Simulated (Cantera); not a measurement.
## Silicon etching in halogen gases: Si + HCl

Input: 1 mol Si, a varied amount of HCl, held at 0.420 bar.

Method: chemical equilibrium by Gibbs-energy minimisation in Cantera with the NASA 1993 tables (ideal gas, pure condensed phases). Candidate condensed phases: Si; 19 gas species. The tables' values for SiCl₃ are old estimates. Equilibrium is a limit: real reactors are often held back by kinetics, nucleation or transport.

Stable condensed phases:

```
T in °C \ n(HCl) in mol
         1.2 1.5 1.9 2.4 3.1 3.8 4.8   6 7.6 9.5
   1402    A   A   A   A   B   B   B   B   B   B
   1327    A   A   A   A   B   B   B   B   B   B
   1252    A   A   A   A   A   B   B   B   B   B
   1177    A   A   A   A   A   B   B   B   B   B
   1102    A   A   A   A   A   B   B   B   B   B
   1027    A   A   A   A   A   B   B   B   B   B
    952    A   A   A   A   A   A   B   B   B   B
    877    A   A   A   A   A   A   B   B   B   B
    802    A   A   A   A   A   A   B   B   B   B
    727    A   A   A   A   A   B   B   B   B   B
    652    A   A   A   A   A   B   B   B   B   B
    577    A   A   A   A   A   B   B   B   B   B
```

A: Si; B: gas only.
